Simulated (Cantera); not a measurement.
Charge: 1 mol toluene, 0.58 mol H2O, at 1525 K and 9.70 mbar.

Cantera equilibrium calculation (NASA polynomials, part measured and part estimated; ideal gas, pure solids and liquids). Candidate condensed phases: C, C6H6, C7H8, C8H18, H2O; 110 gas species. Rates play no part.

Base state: H2 0.887, CO 0.112, H 0.000226, CH4 1.74e-5, C2H2 (acetylene) 1.07e-5 (mole fractions); condensed: C(graphite).

### Question
What changes in the equilibrium state with this change: temperature from 1525 K to 675 K?

### Answer
```
species             before   after
----------------  --------  ------
H2                   0.887   0.793
H2O                1.39e-6  0.0907
CH4                1.74e-5  0.0889
CO                   0.112  0.0117
CO2                6.55e-8  0.0160
H                 0.000226   <1e-9
C2H2 (acetylene)   1.07e-5   <1e-9
C(graphite), mol      6.42    6.50
```

### Question
What changes in the equilibrium state with this change: pressure from 9.70 mbar to 58.0 bar?

### Answer
```tsv
species	before	after
H2	0.887	0.794
CO	0.112	0.114
CH4	1.74e-5	0.0834
H2O	1.39e-6	0.00757
C2H6	<1e-9	3.28e-5
CO2	6.55e-8	0.000405
C(graphite), mol	6.42	6.06
```
The ideal-gas law is rough above about 30 bar.

### Question
What changes in the equilibrium state with this change: temperature from 1525 K to 673 K?

### Answer
| species | before | after |
|---|---|---|
| H2 | 0.887 | 0.789 |
| H2O | 1.39e-6 | 0.0921 |
| CH4 | 1.74e-5 | 0.0921 |
| CO | 0.112 | 0.0111 |
| CO2 | 6.55e-8 | 0.0158 |
| H | 0.000226 | <1e-9 |
| C2H2 (acetylene) | 1.07e-5 | <1e-9 |
| C(graphite), mol | 6.42 | 6.49 |
